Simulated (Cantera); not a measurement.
An isothermal plug-flow reactor at 575 K and 1.01 bar (inlet), inlet velocity 0.074 m/s, active area per volume 450 1/m; feed 0.635 % H2, 18.4 % O2, 80.9 % N2, equivalence ratio 0.017.

Detailed kinetics in Cantera: Deutschmann's 1995 Pt surface mechanism with GRI-Mech 3.0 gas chemistry. Catalytic surfaces can have several steady states; this one follows from the mechanism file's or the stated starting coverage. Mass transfer to the wall is taken as infinitely fast.

One state of this run: x H2 = 0.000627; x O2 = 0.182; x H2O = 0.00574; θ free Pt = 0.00552; θ O* = 0.991; θ OH* = 0.00315. x: gas mole fraction; θ: surface coverage.

Question: Which value of z (m) does it belong to?
(A) 0.00093
(B) 0.0043
(C) 0.0093
(D) 0.002

Answer: A, 0.00093
